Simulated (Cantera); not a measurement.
Charge: 1 mol Si, a varied amount of Cl₂, held at 1000 K and 1000 Pa.

Method: chemical equilibrium by Gibbs-energy minimisation in Cantera with the NASA 1993 tables (ideal gas, pure condensed phases). Candidate condensed phases: Si; 9 gas species. Kinetics and transport are ignored.

**Question.** What share of the Si ends up in condensed phases as a function of n(Cl₂) (mol), at 0.68, 0.86, 1.1, 1.4, 1.7, 2.2, 2.8?

**Answer.** 
```
n(Cl₂) (mol)  Si condensed (%)     as
------------  ----------------  -----
0.68                      65.7  Si(s)
0.86                      56.6  Si(s)
1.1                       44.5  Si(s)
1.4                       29.4  Si(s)
1.7                       14.3  Si(s)
2.2                        0.0      -
2.8                        0.0      -
```
